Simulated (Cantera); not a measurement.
An adiabatic, constant-volume homogeneous reactor starts with CH4 : H2 : O2 : N2 = 1 : 1.2 : 1.62 : 7.8 (molar parts), equivalence ratio 1.6, at 1050 K and 16.0 bar. Integrator tolerance rtol = 1e-08.

Model: GRI-Mech 3.0 (53 species, 325 reactions), integrated in Cantera. The pressure lies above the range GRI-Mech 3.0 was tuned for (to about 10 atm).

What does this change do: initial temperature 1050 to 1075 K?


```
quantity                                                              before                                      after
---------------------------------  -----------------------------------------  -----------------------------------------
time of steepest temperature rise                                    2.72 ms                                    1.62 ms
temperature at 0.300 s                                                2665 K                                     2684 K
equilibrium temperature                                               2665 K                                     2684 K
x(CH4) at 0.300 s                    1.07e-9 (gas-phase equilibrium 1.20e-9)   9.70e-10 (gas-phase equilibrium 1.08e-9)
x(H2) at 0.300 s                       0.0967 (gas-phase equilibrium 0.0967)      0.0965 (gas-phase equilibrium 0.0965)
x(O2) at 0.300 s                     1.15e-5 (gas-phase equilibrium 1.15e-5)    1.37e-5 (gas-phase equilibrium 1.37e-5)
x(CH2) at 0.300 s                  1.96e-11 (gas-phase equilibrium 2.16e-11)  2.08e-11 (gas-phase equilibrium 2.29e-11)
x(HCO) at 0.300 s                    7.50e-7 (gas-phase equilibrium 7.50e-7)    7.81e-7 (gas-phase equilibrium 7.81e-7)
```

What does this change do: H2 1.2 to 3.2 parts?


| quantity | before | after |
|---|---|---|
| time of steepest temperature rise | 2.72 ms | 2.10 ms |
| temperature at 0.300 s | 2665 K | 2482 K |
| equilibrium temperature | 2665 K | 2482 K |
| x(CH4) at 0.300 s | 1.07e-9 (gas-phase equilibrium 1.20e-9) | 2.28e-8 (gas-phase equilibrium 2.54e-8) |
| x(H2) at 0.300 s | 0.0967 (gas-phase equilibrium 0.0967) | 0.218 (gas-phase equilibrium 0.218) |
| x(O2) at 0.300 s | 1.15e-5 (gas-phase equilibrium 1.15e-5) | 3.79e-7 (gas-phase equilibrium 3.79e-7) |
| x(CH2) at 0.300 s | 1.96e-11 (gas-phase equilibrium 2.16e-11) | 4.28e-11 (gas-phase equilibrium 4.76e-11) |
| x(HCO) at 0.300 s | 7.50e-7 (gas-phase equilibrium 7.50e-7) | 6.37e-7 (gas-phase equilibrium 6.37e-7) |
